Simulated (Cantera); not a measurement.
A closed system holds: 1 mol PbO, a varied amount of N2, at 1200 K and 1.70 mbar.

Cantera equilibrium calculation (NASA polynomials, part measured and part estimated; ideal gas, pure solids and liquids). Candidate condensed phases: Pb, PbO, PbO2, Pb3O4; 12 gas species. The numbers say what is thermodynamically allowed, not how fast it happens.

Problem. At 31 mol N2, list the 5 most abundant gas species with their mole fractions, and the condensed phases.

Solution. N2 0.966, PbO 0.0262, Pb 0.00501, O2 0.00249, NO 2.36e-5. Condensed: gas only.
